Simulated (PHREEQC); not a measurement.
30 mol of Arcanite (K2SO4) is brought to equilibrium with 1 kg of water holding 1.6 mol NaOH, at 20 °C and several pressures. No CO2 enters from the air. Solids allowed: Arcanite. Others were left out.

Base run: PHREEQC, Pitzer model, pitzer.dat. Each further column changes one thing. The table gives pH.

```tsv
P (atm)	base	temperature from 20 to 70 °C	temperature from 20 to 90 °C
1	14.34	12.99	12.60
100	14.31	12.97	12.58
200	14.29	12.95	12.56
300	14.27	12.93	12.54
500	14.22	12.88	12.50
800	14.16	12.82	12.43
1000	14.12	12.77	12.38
```

In brines, pH and single-ion activities rest on the MacInnes convention. At this temperature some constants are extrapolated from 25 °C, and those without enthalpy data are left unchanged.
